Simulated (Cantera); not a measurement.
What does this Cantera script print?

```python
import numpy as np
import cantera as ct

gas_names = """
    CL CL2 H HCL H2 N NH NH2 NH3 N2 N2H2 N2H4 Si SiCL SiCL2 SiCL3 SiCL4 SiH SiHCL3 SiH2 SiH2CL2 SiH3
    SiH3CL SiH4 SiN Si2 Si2N Si3
""".split()
cond_names = """
    NH4CL(a) NH4CL(b) Si(cr) Si(L) Si3N4(a)
""".split()


def load(file, names, dense=False):
    # The tables refer to 1 bar. Condensed volumes are neglected.
    table = {s.name: s for s in ct.Species.list_from_file(file)}
    out = []
    for n in names:
        d = dict(table[n].input_data)
        d["thermo"] = dict(d["thermo"], **{"reference-pressure": 1e5})
        if dense:
            d["equation-of-state"] = {"model": "constant-volume", "density": "1e6 g/cm^3"}
        out.append(ct.Species.from_dict(d))
    return out


gas = ct.Solution(thermo="ideal-gas", species=load("nasa_gas.yaml", gas_names))
cond = {s.name: ct.Solution(thermo="fixed-stoichiometry", species=[s], name=s.name)
        for s in load("nasa_condensed.yaml", cond_names, dense=True)}
atoms = {
    'SiH2Cl2': {'Si': 1, 'H': 2, 'CL': 2},
    'N2': {'N': 2},
}
top_T = {'Si3N4(a)': 2400}  # K; cautious upper limits of use, not melting points


def equilibrate(T, P, feed):
    n = {}
    for name, mol in feed.items():
        for a, k in atoms[name].items():
            n[a] = n.get(a, 0.0) + k * mol
    gas.TPX = T, P, n
    mass = sum(n.values()) * gas.mean_molecular_weight
    gas.equilibrate("TP")
    valid = [c for c in cond.values() if c.min_temp <= T <= top_T.get(c.name, c.max_temp)]
    mix = ct.Mixture([(gas, mass / gas.mean_molecular_weight)] + [(c, 0.0) for c in valid])
    mix.T, mix.P = T, P
    mix.equilibrate("TP", solver="vcs", rtol=1e-11, max_steps=5000)
    return mix


results = []
feed = {'SiH2Cl2': 1, 'N2': 91}  # mol
T = 873  # K
P = 4300  # Pa
mix = equilibrate(T, P, feed)
results.append((T, P, feed, dict(zip(mix.species_names, mix.species_moles))))
x = sorted(zip(gas.X, gas.species_names), reverse=True)
print(f"T = {T:g} K  P = {P:g} Pa  gas = {mix.phase_moles(0):.4g} mol")
print("   x: " + "  ".join(f"{s} {v:.3e}" for v, s in x if v > 0.0001))
print("   condensed (mol): " + ("  ".join(f"{mix.phase(i).name} {mix.phase_moles(i):.4g}"
      for i in range(1, mix.n_phases) if mix.phase_moles(i) > 1e-12) or "none"))
```

It prints:

```
T = 873 K  P = 4300 Pa  gas = 92.29 mol
   x: N2 9.798e-01  HCL 1.586e-02  H2 2.904e-03  SiCL4 1.452e-03
   condensed (mol): Si3N4(a) 0.2887
```

These are equilibrium values from Cantera (NASA tables, ideal gas, pure condensed phases), not measurements of a reactor. N2 is the only nitrogen source here; it is nearly inert below about 1500 K, so the nitride shown seldom forms there in practice.
